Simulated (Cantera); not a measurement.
Feed: 1 mol SiO₂, 1.5 mol CO, held at 1.10 mbar.

These are equilibrium values from Cantera (NASA tables, ideal gas, pure condensed phases), not measurements of a reactor. Candidate condensed phases: C, Si, SiC, SiO₂; 20 gas species. The tables hold silica as quartz up to 1696 K and as liquid above; real silica turns to tridymite and cristobalite and melts near 1996 K. Rates play no part.

Task: What share of the Si ends up in condensed phases as a function of T (K), at 1223, 1323, 1423, 1523, 1623, 1723, 1823, 1923, 2023, 2123, 2223?

Result: 
| T (K) | Si condensed (%) | as |
|---|---|---|
| 1223 | 100.0 | SiO₂(β-quartz) |
| 1323 | 100.0 | SiO₂(β-quartz) |
| 1423 | 100.0 | SiO₂(β-quartz) |
| 1523 | 99.8 | SiO₂(β-quartz) |
| 1623 | 99.5 | SiO₂(β-quartz) |
| 1723 | 98.4 | SiO₂(condensed) |
| 1823 | 95.8 | SiO₂(condensed) |
| 1923 | 90.1 | SiO₂(condensed) |
| 2023 | 78.9 | SiO₂(l) |
| 2123 | 58.4 | SiO₂(l) |
| 2223 | 13.1 | SiO₂(l) |
